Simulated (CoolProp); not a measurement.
Values from CoolProp's reference Helmholtz-energy equation of state, Lemmon 2006. It is a short technical equation, of lower accuracy than the large ones.

### Question
Give the vapour pressure (MPa), vapour density (kg/m³), liquid conductivity (mW/(m K)) of saturated R141b at 240.4, 360.9 K.

### Answer
| T (K) | p (MPa) | vapour density (kg/m³) | liquid conductivity (mW/(m K)) |
|---|---|---|---|
| 240.4 | 0.00494 | 0.290 | 108 |
| 360.9 | 0.510 | 22.5 | 74.4 |

Thermal conductivity comes from a separate model (Huber 2003), an estimate that may be off by 10 % or more.
